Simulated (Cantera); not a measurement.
A closed system holds: 1 mol Ca(OH)₂, 0.45 mol C, 0.67 mol H₂, at 1775 K and 10000 Pa.

Equilibrium computed with Cantera from the NASA thermochemical tables; the gas is ideal and each condensed phase is pure. Candidate condensed phases: C, C₆H₆, C₇H₈, C₈H₁₈, Ca, CaCO₃, CaO, Ca(OH)₂, H₂O; 115 gas species. The numbers say what is thermodynamically allowed, not how fast it happens.

Base state: H₂ 0.550, H₂O 0.237, CO 0.190, CO₂ 0.0221, H 0.000679, OH 1.82e-5 (mole fractions); condensed: CaO(s).

Problem. What changes in the equilibrium state with this change: H₂ from 0.67 to 2.9 mol?

Solution. 
```
species        before     after
-----------  --------  --------
H₂              0.550     0.774
H₂O             0.237     0.122
CO              0.190    0.0992
CO₂            0.0221   0.00421
OH            1.82e-5   7.92e-6
H            0.000679  0.000805
CaO(s), mol     1.000     1.000
```
